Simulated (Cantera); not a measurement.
Input: 1 mol Si₃N₄, 0.47 mol CO₂, 120 mol N₂, equilibrated at 1477 °C and 560000 Pa.

These are equilibrium values from Cantera (NASA tables, ideal gas, pure condensed phases), not measurements of a reactor. Mutual solubility and eutectic melting of coexisting phases are not modelled. Equilibrium is a limit: real reactors are often held back by kinetics, nucleation or transport.

```
species            before     after
----------------  -------  --------
N₂                  0.999     0.997
CO                0.00118   0.00289
SiO               2.29e-6  0.000334
C(graphite), mol    0.328         0
Si₂N₂O(s), mol      0.798     0.551
Si₃N₄(s), mol       0.468     0.579
SiC(s), mol             0     0.121
```
Gas species are given as mole fractions.

Q: Name the change that produced these shifts.
A) pressure from 560000 Pa to 13300 Pa
B) temperature from 1477 °C to 1625 °C
C) CO₂ from 0.47 to 0.023 mol
D) pressure from 560000 Pa to 240000 Pa

A: A, pressure from 560000 Pa to 13300 Pa
